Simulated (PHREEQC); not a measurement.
Consider water at 25 °C with 0.018 mol/kgw Ba(OH)2. Closed to the air; pH follows from the charge balance.

All values are PHREEQC results (Pitzer model, pitzer.dat), not measurements.

This is a speciation only: nothing precipitates in the calculation.

Problem. What pH, specific conductance does the model give?

Solution. pH 12.46; specific conductance 7900 µS/cm.
